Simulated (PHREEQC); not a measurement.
Acid rinse or clean

Consider water at 25 °C with 0.0017 mol HCl, 0.0025 mol ZnSO4 and 0.00017 mol MnSO4 per kg of water. Closed to the air; pH follows from the charge balance.

Computed with PHREEQC (ion-association model, wateq4f.dat).

No solid was allowed to form.

Q: Predict the pH.

A: pH 2.86.

Q: In which forms is Mn present?

A: Mn+2 86 %, MnSO4 14 % of the Mn.

Complexes and solids missing from the database can't appear.
